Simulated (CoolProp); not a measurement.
p-xylene along the isotherm 424 K: fugacity coefficient from the reference equation and from simpler models built on Tc = 616.2 K, pc = 3.532 MPa, ω = 0.324; each cubic takes its own stable root.

The numbers come from the reference Helmholtz-energy equation of state, Zhou 2012 in CoolProp.

| p (MPa) | phase | reference | van der Waals | Redlich-Kwong | Soave-Redlich-Kwong | Peng-Robinson |
|---|---|---|---|---|---|---|
| 2.94 | liquid | 0.05040 | 0.2253 | 0.09590 | 0.05169 | (withheld) |
| 5.89 | liquid | 0.02833 | 0.1378 | 0.05514 | 0.02955 | 0.02861 |
| 8.83 | liquid | 0.02126 | 0.1120 | 0.04227 | 0.02253 | 0.02149 |
| 11.8 | liquid | 0.01790 | 0.1020 | 0.03634 | 0.01928 | 0.01811 |
| 14.7 | liquid | 0.01612 | 0.09894 | 0.03335 | 0.01762 | 0.01632 |
| 17.7 | liquid | 0.01506 | 0.09969 | 0.03178 | (withheld) | 0.01526 |
| 20.6 | liquid | 0.01450 | 0.1031 | 0.03114 | 0.01633 | 0.01469 |
| 23.5 | liquid | 0.01423 | 0.1085 | 0.03110 | 0.01626 | 0.01443 |
| 26.5 | liquid | 0.01418 | 0.1161 | 0.03154 | 0.01643 | 0.01438 |
| 29.4 | liquid | (withheld) | 0.1253 | 0.03233 | 0.01680 | 0.01450 |
| 32.4 | liquid | 0.01456 | 0.1369 | 0.03349 | 0.01735 | 0.01477 |
| 35.3 | liquid | 0.01493 | 0.1501 | 0.03490 | 0.01804 | 0.01515 |

What belongs in the gaps?


- 2.94, Peng-Robinson: 0.05083
- 17.7, Soave-Redlich-Kwong: 0.01672
- 29.4, reference: 0.01429
